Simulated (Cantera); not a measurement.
Input (Python, Cantera):

```python
import numpy as np
import cantera as ct

surf = ct.Interface("ptcombust.yaml", "Pt_surf")
gas = surf.adjacent["gas"]
gas.TPX = 1150, 190000, {'CH4': 0.013, 'O2': 0.028, 'N2': 1.7}
surf.TP = 1150, 190000
reactor = ct.FlowReactor(gas, clone=False)
reactor.area = 0.0001  # m2
reactor.surface_area_to_volume_ratio = 210  # 1/m
reactor.mass_flow_rate = 0.12 * reactor.area * gas.density  # inlet velocity 0.12 m/s
reactor.energy_enabled = False
wall = ct.ReactorSurface(surf, reactor, clone=False)
net = ct.ReactorNet([reactor])
net.rtol, net.atol = 1e-8, 1e-16
show, cover = ['CH4', 'O2', 'H2O', 'CO2', 'CO'], ['PT(S)', 'H(S)', 'O(S)', 'OH(S)', 'CO(S)', 'C(S)']

rows = []
print(f"{'z/m':>9s}{'u/(m/s)':>9s}" + "".join(f"{s:>13s}" for s in show + cover))
for z in [0.00012, 0.0002, 0.00034, 0.00057, 0.00095, 0.0016, 0.0026, 0.0044, 0.0073, 0.012]:
    net.advance(z)
    rows.append([reactor.speed, *gas[show].X, *surf[cover].coverages])
    print(f"{z:9.4g}{rows[-1][0]:9.3g}" + "".join(f"{x:13.4e}" for x in rows[-1][1:]))
```

Output:

```
      z/m  u/(m/s)          CH4           O2          H2O          CO2           CO        PT(S)         H(S)         O(S)        OH(S)        CO(S)         C(S)
  0.00012     0.12   6.6613e-03   1.4481e-02   1.6068e-03   7.9348e-04   9.1580e-06   4.7222e-01   1.4384e-06   5.2690e-01   8.4868e-04   3.0062e-05   3.6371e-07
   0.0002     0.12   6.1581e-03   1.3480e-02   2.6087e-03   1.2942e-03   8.5742e-06   4.7700e-01   1.8084e-06   5.2192e-01   1.0475e-03   2.8715e-05   3.4741e-07
  0.00034     0.12   5.3417e-03   1.1858e-02   4.2319e-03   2.1049e-03   7.6087e-06   4.8559e-01   2.3343e-06   5.1307e-01   1.3070e-03   2.6401e-05   3.1939e-07
  0.00057     0.12   4.1706e-03   9.5360e-03   6.5558e-03   3.2649e-03   6.1761e-06   5.0016e-01   3.0411e-06   4.9821e-01   1.6066e-03   2.2724e-05   2.7487e-07
  0.00095     0.12   2.6606e-03   6.5533e-03   9.5431e-03   4.7543e-03   4.2162e-06   5.2486e-01   4.0139e-06   4.7319e-01   1.9206e-03   1.7060e-05   2.0627e-07
   0.0016     0.12   1.0877e-03   3.4625e-03   1.2642e-02   6.2960e-03   1.9398e-06   5.6483e-01   5.3642e-06   4.3296e-01   2.1836e-03   9.0395e-06   1.0911e-07
   0.0026     0.12   2.1038e-04   1.7417e-03   1.4372e-02   7.1523e-03   4.3798e-07   6.0318e-01   6.5966e-06   3.9451e-01   2.2918e-03   2.2547e-06   2.6939e-08
   0.0044     0.12   8.1427e-06   1.3281e-03   1.4793e-02   7.3558e-03   3.2878e-08   6.1673e-01   7.0375e-06   3.8094e-01   2.3093e-03   1.1526e-07   1.1364e-09
   0.0073     0.12   5.0666e-08   1.2921e-03   1.4835e-02   7.3716e-03   1.1918e-08   6.1832e-01   7.0892e-06   3.7936e-01   2.3106e-03   1.6348e-08   7.1424e-12
    0.012     0.12   3.4789e-09   1.2703e-03   1.4859e-02   7.3820e-03   9.5577e-09   6.1945e-01   7.1250e-06   3.7822e-01   2.3111e-03   1.2856e-08   4.9398e-13
```

Model: Deutschmann's 1995 Pt surface mechanism with GRI-Mech 3.0 gas chemistry, integrated in Cantera. Catalytic surfaces can have several steady states; this one follows from the mechanism file's or the stated starting coverage. Mass transfer to the wall is taken as infinitely fast.
